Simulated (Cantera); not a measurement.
## Equilibrium for fluorocarbon and chlorocarbon gases: CHF₃ + H₂ + CH₄

Input: 1 mol CHF₃, 9.8 mol H₂, 0.012 mol CH₄, held at 1150 °C.

Method: chemical equilibrium by Gibbs-energy minimisation in Cantera with the NASA 1993 tables (ideal gas, pure condensed phases). Candidate condensed phases: C, C₆H₆, C₇H₈, C₈H₁₈; 95 gas species. Rates play no part.

From 1.00e-5 bar to 1.00 bar the condensed part is C(graphite). The main C-bearing gas is C₂H₂ (acetylene) at 1.00e-5 bar and CH₄ at 1.00 bar.

```tsv
P (Pa)	x H₂	x HF	x CH₄	x H	x C₂H₂ (acetylene)	x C₂H₄	x H₂F₂	x CH₃	n C(graphite)
1	0.745	0.253	2.11e-8	0.00181	2.56e-6	1.22e-11	9.26e-12	1.03e-9	1.01
3.60	0.745	0.254	7.62e-8	0.000956	2.56e-6	4.41e-11	3.34e-11	1.96e-9	1.01
13	0.746	0.254	2.75e-7	0.000503	2.56e-6	1.59e-10	1.20e-10	3.73e-9	1.01
46	0.746	0.254	9.75e-7	0.000267	2.56e-6	5.64e-10	4.26e-10	7.03e-9	1.01
170	0.746	0.254	3.60e-6	0.000139	2.56e-6	2.09e-9	1.58e-9	1.35e-8	1.01
600	0.746	0.254	1.27e-5	7.41e-5	2.56e-6	7.36e-9	5.56e-9	2.54e-8	1.01
2200	0.746	0.254	4.67e-5	3.87e-5	2.56e-6	2.70e-8	2.04e-8	4.86e-8	1.01
7700	0.746	0.254	0.000163	2.07e-5	2.56e-6	9.45e-8	7.14e-8	9.09e-8	1.01
28000	0.746	0.254	0.000593	1.08e-5	2.56e-6	3.43e-7	2.60e-7	1.73e-7	1.00
100000	0.744	0.254	0.00211	5.73e-6	2.55e-6	1.22e-6	9.31e-7	3.26e-7	0.987
```
x: gas mole fraction; n: condensed amount in mol.
